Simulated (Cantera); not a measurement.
Charge: 1 mol SiH₂Cl₂, 0.5 mol N₂O, 65 mol N₂, 1.3 mol O₃, at 1325 K and 1.10 mbar.

Equilibrium computed with Cantera from the NASA thermochemical tables; the gas is ideal and each condensed phase is pure. Candidate condensed phases: H₂O, NH₄Cl, Si, SiO₂, Si₂N₂O, Si₃N₄; 47 gas species. The tables hold silica as quartz up to 1696 K and as liquid above; real silica turns to tridymite and cristobalite and melts near 1996 K. Equilibrium is a limit: real reactors are often held back by kinetics, nucleation or transport.

Base state: N₂ 0.952, HCl 0.0249, O₂ 0.0163, Cl 0.00401, H₂O 0.00208, NO 0.000142, Cl₂ 7.44e-5 (mole fractions); condensed: SiO₂(β-quartz).

Task: What changes in the equilibrium state with this change: N₂O from 0.5 to 1.6 mol?

Result: 
```csv
species,before,after
N₂,0.952,0.946
HCl,0.0249,0.0241
O₂,0.0163,0.0237
NO,0.000142,0.000171
Cl₂,7.44e-5,8.03e-5
H₂O,0.00208,0.00216
"SiO₂(β-quartz), mol",1.00,1.00
```

Task: What changes in the equilibrium state with this change: SiH₂Cl₂ replaced by SiH₄?

Result: 
| species | before | after |
|---|---|---|
| N₂ | 0.952 | 0.967 |
| H₂O | 0.00208 | 0.0295 |
| O₂ | 0.0163 | 0.00292 |
| HCl | 0.0249 | 0 |
| Cl | 0.00401 | 0 |
| Cl₂ | 7.44e-5 | 0 |
| SiO₂(β-quartz), mol | 1.00 | 1.00 |
